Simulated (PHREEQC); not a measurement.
0.081 g of hydrous ferric oxide (600 m²/g; 0.2 weak and 0.005 strong sites per Fe, Dzombak-Morel constants, diffuse double layer) in 1 kg of water with 0.3 mol/kgw of an inert sodium salt and 7.8e-07 mol ZnSO4 and 2.9e-07 mol SrCl2, at 25 °C; the pH is set by adding NaOH or the inert anion's acid. Oxygen is held at 0.21 atm. The system is closed to CO2. No solid was allowed to form.

The series has 13 steps of pH, from 4 to 12.

Computed with PHREEQC (ion-association model, wateq4f.dat).

### Question
Near which pH is half of the S sorbed, and on which side is more sorbed?

### Answer
Near pH 4.7, with more sorbed at lower pH.

### Question
Near which pH is half of the Zn sorbed, and on which side is more sorbed?

### Answer
Near pH 6.3, with more sorbed at higher pH.

### Question
Near which pH is half of the Sr sorbed, and on which side is more sorbed?

### Answer
Near pH 8.9, with more sorbed at higher pH.
